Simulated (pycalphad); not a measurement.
# Freezing of Ti-B alloys with rising B

Computed with pycalphad from the COST 507 light-alloy database (1999), at 1 atm. The data set is of 1999 and partly superseded. Phase fractions are per mole of atoms.

Scheil-Gulliver runs (no diffusion in the solid, steps of 4 K) beside full equilibrium.

```json
[
 {"alloy": "Ti-21.75B (at.%)", "liquidus (°C)": "(withheld)", "Scheil, half solid (°C)": "(withheld)", "Scheil, 80 % solid (°C)": "at the invariant end", "Scheil, invariant end (°C)": "1541", "liquid left at that end": "(withheld)", "equilibrium solidus (°C)": "1541"},
 {"alloy": "Ti-43.5B (at.%)", "liquidus (°C)": "2499", "Scheil, half solid (°C)": "1973", "Scheil, 80 % solid (°C)": "at the invariant end", "Scheil, invariant end (°C)": "1541", "liquid left at that end": "0.23", "equilibrium solidus (°C)": "1541"},
 {"alloy": "Ti-87B (at.%)", "liquidus (°C)": "2654", "Scheil, half solid (°C)": "at the invariant end", "Scheil, 80 % solid (°C)": "at the invariant end", "Scheil, invariant end (°C)": "2059", "liquid left at that end": "0.65", "equilibrium solidus (°C)": "2059"}
]
```

Some entries are withheld; supply them.


- Ti-21.75B (at.%), liquidus (°C): 1772
- Ti-21.75B (at.%), Scheil, half solid (°C): at the invariant end
- Ti-21.75B (at.%), liquid left at that end: 0.66
